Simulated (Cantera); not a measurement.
Cantera run:

```python
import numpy as np
import cantera as ct

gas_names = """
    H HNO HNO2 HNO3 HO2 H2 H2O H2O2 N NH NH2 NH3 NH2OH NO NO2 NO3 N2 N2H2 N2H4 N2O O OH O2 O3 Si SiH
    SiH2 SiH3 SiH4 SiN SiO SiO2 Si2 Si2N Si3
""".split()
cond_names = """
    H2O(s) H2O(L) Si(cr) Si(L) SiO2(Lqz) SiO2(hqz) SiO2(L) Si2N2O(s) Si3N4(a)
""".split()


def load(file, names, dense=False):
    # The tables refer to 1 bar. Condensed volumes are neglected.
    table = {s.name: s for s in ct.Species.list_from_file(file)}
    out = []
    for n in names:
        d = dict(table[n].input_data)
        d["thermo"] = dict(d["thermo"], **{"reference-pressure": 1e5})
        if dense:
            d["equation-of-state"] = {"model": "constant-volume", "density": "1e6 g/cm^3"}
        out.append(ct.Species.from_dict(d))
    return out


gas = ct.Solution(thermo="ideal-gas", species=load("nasa_gas.yaml", gas_names))
cond = {s.name: ct.Solution(thermo="fixed-stoichiometry", species=[s], name=s.name)
        for s in load("nasa_condensed.yaml", cond_names, dense=True)}
atoms = {
    'SiH4': {'Si': 1, 'H': 4},
    'O2': {'O': 2},
    'N2': {'N': 2},
}
top_T = {'Si2N2O(s)': 2100, 'Si3N4(a)': 2400}  # K; cautious upper limits of use, not melting points


def equilibrate(T, P, feed):
    n = {}
    for name, mol in feed.items():
        for a, k in atoms[name].items():
            n[a] = n.get(a, 0.0) + k * mol
    gas.TPX = T, P, n
    mass = sum(n.values()) * gas.mean_molecular_weight
    gas.equilibrate("TP")
    valid = [c for c in cond.values() if c.min_temp <= T <= top_T.get(c.name, c.max_temp)]
    mix = ct.Mixture([(gas, mass / gas.mean_molecular_weight)] + [(c, 0.0) for c in valid])
    mix.T, mix.P = T, P
    mix.equilibrate("TP", solver="vcs", rtol=1e-11, max_steps=5000)
    return mix


results = []
feed = {'SiH4': 1, 'O2': 0.99, 'N2': 180}  # mol
T = 1973.15  # K
P = 100000  # Pa
mix = equilibrate(T, P, feed)
results.append((T, P, feed, dict(zip(mix.species_names, mix.species_moles))))
print(gas.report(threshold=0.0001))
for i in range(1, mix.n_phases):
    print(f"{mix.phase(i).name:16s} {mix.phase_moles(i):12.5e} mol")
```

It prints:

```
       temperature   1973.2 K
          pressure   1e+05 Pa
           density   0.16914 kg/m^3
  mean mol. weight   27.749 kg/kmol
   phase of matter   gas

                          1 kg             1 kmol
                     ---------------   ---------------
          enthalpy        1.9786e+06        5.4904e+07  J
   internal energy        1.3874e+06        3.8498e+07  J
           entropy            9063.4         2.515e+05  J/K
    Gibbs function       -1.5905e+07       -4.4134e+08  J
 heat capacity c_p            1295.5             35949  J/K
 heat capacity c_v            995.87             27634  J/K

                      mass frac. Y      mole frac. X     chem. pot. / RT
                     ---------------   ---------------   ---------------
                 H        4.9721e-06        0.00013688           -12.008
                H2        0.00074606          0.010269           -24.016
               H2O        0.00041681        0.00064202           -49.503
                N2           0.99763            0.9882           -26.907
               SiO         0.0011961        0.00075289           -42.923
     [  +30 minor]        1.1395e-06        1.2597e-06

Si(L)             0.00000e+00 mol
SiO2(L)           8.62832e-01 mol
Si2N2O(s)         0.00000e+00 mol
Si3N4(a)          0.00000e+00 mol
```

Method: chemical equilibrium by Gibbs-energy minimisation in Cantera with the NASA 1993 tables (ideal gas, pure condensed phases). The tables hold silica as quartz up to 1696 K and as liquid above; real silica turns to tridymite and cristobalite and melts near 1996 K.
